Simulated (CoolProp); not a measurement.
Saturation properties of octamethyltrisiloxane (MDM).

Values from CoolProp's reference Helmholtz-energy equation of state, Thol 2017.

```json
[
 {"T (K)": "425.3", "p (MPa)": "0.1005", "enthalpy of vaporisation (kJ/kg)": "152.7", "liquid cp (kJ/(kg K))": "2.111", "surface tension (mN/m)": "6.40"},
 {"T (K)": "435.7", "p (MPa)": "0.1309", "enthalpy of vaporisation (kJ/kg)": "147.9", "liquid cp (kJ/(kg K))": "2.141", "surface tension (mN/m)": "5.71"},
 {"T (K)": "446.1", "p (MPa)": "0.1680", "enthalpy of vaporisation (kJ/kg)": "142.9", "liquid cp (kJ/(kg K))": "2.172", "surface tension (mN/m)": "5.04"},
 {"T (K)": "456.5", "p (MPa)": "0.2126", "enthalpy of vaporisation (kJ/kg)": "137.6", "liquid cp (kJ/(kg K))": "2.204", "surface tension (mN/m)": "4.41"},
 {"T (K)": "466.9", "p (MPa)": "0.2657", "enthalpy of vaporisation (kJ/kg)": "132.0", "liquid cp (kJ/(kg K))": "2.238", "surface tension (mN/m)": "3.80"},
 {"T (K)": "477.3", "p (MPa)": "0.3284", "enthalpy of vaporisation (kJ/kg)": "126.2", "liquid cp (kJ/(kg K))": "2.275", "surface tension (mN/m)": "3.22"},
 {"T (K)": "487.7", "p (MPa)": "0.4016", "enthalpy of vaporisation (kJ/kg)": "119.8", "liquid cp (kJ/(kg K))": "2.315", "surface tension (mN/m)": "2.67"},
 {"T (K)": "498", "p (MPa)": "0.4857", "enthalpy of vaporisation (kJ/kg)": "113.1", "liquid cp (kJ/(kg K))": "2.361", "surface tension (mN/m)": "2.16"},
 {"T (K)": "508.4", "p (MPa)": "0.5836", "enthalpy of vaporisation (kJ/kg)": "105.6", "liquid cp (kJ/(kg K))": "2.415", "surface tension (mN/m)": "1.68"},
 {"T (K)": "518.8", "p (MPa)": "___", "enthalpy of vaporisation (kJ/kg)": "97.21", "liquid cp (kJ/(kg K))": "___", "surface tension (mN/m)": "___"},
 {"T (K)": "529.2", "p (MPa)": "___", "enthalpy of vaporisation (kJ/kg)": "87.59", "liquid cp (kJ/(kg K))": "2.583", "surface tension (mN/m)": "0.846"}
]
```

Question: Complete the blanks.

Answer: 
- 518.8, p (MPa): 0.6960
- 518.8, liquid cp (kJ/(kg K)): 2.485
- 518.8, surface tension (mN/m): 1.24
- 529.2, p (MPa): 0.8246

It boils at 425.6 K under 1 atm.

Surface tension comes from a separate correlation (Mulero 2014), older than this fluid's equation and unchecked against measurements.
